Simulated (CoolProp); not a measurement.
Properties of n-pentane along the isotherm 527 K (Tc = 469.7 K, pc = 3.368 MPa, ω = 0.251).

Model: reference Helmholtz-energy equation of state, Thol 2019, in CoolProp.

```tsv
p (MPa)	phase	Z	cp (kJ/(kg K))	Joule-Thomson coefficient (K/MPa)	isothermal compressibility (1/MPa)	viscosity (µPa s)	fugacity coefficient
0.016	gas	0.9989	2.636	5.523	62.57	12.0	0.9989
0.0258	gas	0.9982	2.636	5.528	38.83	11.9	0.9982
0.0417	gas	0.9971	2.637	5.535	24.05	11.9	0.9971
0.0674	gas	0.9954	2.639	5.547	14.91	11.9	0.9954
0.109	gas	0.9925	2.641	5.567	9.244	11.9	0.9925
0.176	gas	0.9879	2.645	5.598	5.752	11.9	0.9880
0.284	gas	0.9804	2.652	5.650	3.592	11.8	0.9806
0.459	gas	0.9681	2.664	5.737	2.252	11.7	0.9688
0.741	gas	0.9479	2.684	5.883	1.426	11.5	0.9499
1.2	gas	0.9142	2.722	6.140	0.9151	11.3	0.9195
1.94	gas	0.8571	2.802	6.610	0.6085	11.0	0.8714
3.13	gas	0.7564	3.010	7.530	0.4387	10.7	0.7964
5.05	supercritical	0.5653	3.865	8.686	0.3813	11.6	0.6804
```

Viscosity comes from a separate model (Quiñones-Cisneros 2006), older than the equation that it now runs on, and unchecked against measurements.
